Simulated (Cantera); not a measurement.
Cantera run:

```python
import numpy as np
import cantera as ct

gas_names = """
    CL TiCL3
""".split()
cond_names = """
    TiCL3(s) TiCL4(L) Ti(a) Ti(b) Ti(L)
""".split()


# ... load() reads the species with a 1 bar reference pressure and builds the phases ...
species = {s.name: s for s in load("nasa_gas.yaml", gas_names) + load("nasa_condensed.yaml", cond_names)}
# Each term lists the table entries of one substance; the one whose range holds T is used.
reactions = {
    'TiCl3 + Cl(g) = TiCl4':
        [(-1, ['TiCL3(s)']), (-1, ['CL']), (1, ['TiCL4(L)'])],
    'TiCl3(g) = Ti + 3 Cl(g)':
        [(-1, ['TiCL3']), (1, ['Ti(a)', 'Ti(b)', 'Ti(L)']), (3, ['CL'])],
}


def pick(names, T):
    return next(species[n] for n in names if species[n].thermo.min_temp <= T <= species[n].thermo.max_temp)


results = []
for label, terms in reactions.items():
    print(label)
    print("     T/K   dH/kJ  dS/(J/K)   dG/kJ   log10 K")
    for T in [350, 360, 370, 380, 390, 400, 410, 420, 430, 440, 450]:
        used = [(nu, pick(names, T)) for nu, names in terms]
        dH = sum(nu * s.thermo.h(T) for nu, s in used) / 1e6
        dS = sum(nu * s.thermo.s(T) for nu, s in used) / 1e3
        dG = dH - T * dS / 1e3
        logK = -dG * 1e6 / (ct.gas_constant * T * np.log(10))
        results.append((label, T, dH, dS, dG, logK, [s.name for _, s in used]))
        print(f"{T:8g} {dH:8.1f} {dS:8.1f} {dG:8.1f} {logK:8.2f}")
```

Result:

```
TiCl3 + Cl(g) = TiCl4
     T/K   dH/kJ  dS/(J/K)   dG/kJ   log10 K
     350   -202.4    -48.4   -185.5    27.68
     360   -202.1    -47.7   -185.0    26.84
     370   -201.9    -47.0   -184.5    26.05
     380   -201.6    -46.3   -184.0    25.30
     390   -201.4    -45.7   -183.6    24.59
     400   -201.1    -45.0   -183.1    23.91
     410   -200.9    -44.4   -182.7    23.27
     420   -200.6    -43.8   -182.2    22.66
     430   -200.4    -43.3   -181.8    22.08
     440   -200.2    -42.7   -181.4    21.53
     450   -199.9    -42.2   -180.9    21.00
TiCl3(g) = Ti + 3 Cl(g)
     T/K   dH/kJ  dS/(J/K)   dG/kJ   log10 K
     350    904.1    212.2    829.9  -123.85
     360    904.3    212.6    827.7  -120.10
     370    904.4    213.1    825.6  -116.55
     380    904.6    213.5    823.5  -113.19
     390    904.8    213.9    821.3  -110.00
     400    904.9    214.3    819.2  -106.97
     410    905.1    214.7    817.1  -104.09
     420    905.2    215.0    814.9  -101.35
     430    905.4    215.4    812.8   -98.73
     440    905.5    215.7    810.6   -96.23
     450    905.6    216.0    808.4   -93.84
```

Source: NASA polynomial tables (part measured, part estimated), evaluated in Cantera. Condensed species are held in their standard states even where they would react or evaporate.
